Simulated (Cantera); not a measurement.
**Thermodynamics of silicon carbide growth, feed Si(CH3)4 + C2H4 + H2**

Charge: 1 mol Si(CH3)4, 0.0068 mol C2H4, 1.4 mol H2, held at 0.370 bar.

Method: chemical equilibrium by Gibbs-energy minimisation in Cantera with the NASA 1993 tables (ideal gas, pure condensed phases). Candidate condensed phases: C, C6H6, C7H8, C8H18, Si, SiC; 87 gas species. The numbers say what is thermodynamically allowed, not how fast it happens.

From 927 °C to 1727 °C the condensed part is C(graphite) + SiC(s).

| T (°C) | log p H2 | log p CH4 | log p H | log p C2H2 (acetylene) | log p CH3 | log p Si | n C(graphite) | n SiC(s) |
|---|---|---|---|---|---|---|---|---|
| 927 | -0.43 | -2.67 | -6.92 | -7.42 | -7.88 | <-12 | 2.97 | 1.00 |
| 1027 | -0.43 | -2.97 | -6.17 | -6.67 | -7.42 | <-12 | 2.99 | 1.00 |
| 1127 | -0.43 | -3.23 | -5.53 | -6.03 | -7.02 | -11.40 | 3.00 | 1.00 |
| 1227 | -0.43 | -3.45 | -4.97 | -5.48 | -6.69 | -10.12 | 3.01 | 1.00 |
| 1327 | -0.43 | -3.65 | -4.48 | -4.99 | -6.39 | -8.99 | 3.01 | 1.00 |
| 1427 | -0.43 | -3.82 | -4.05 | -4.57 | -6.13 | -8.00 | 3.01 | 1.000 |
| 1527 | -0.43 | -3.98 | -3.66 | -4.19 | -5.90 | -7.12 | 3.01 | 1.000 |
| 1627 | -0.43 | -4.12 | -3.32 | -3.85 | -5.70 | -6.33 | 3.01 | 1.000 |
| 1727 | -0.43 | -4.24 | -3.01 | -3.55 | -5.51 | -5.62 | 3.00 | 1.000 |
log p: log10 of the partial pressure in bar; n: condensed amount in mol.
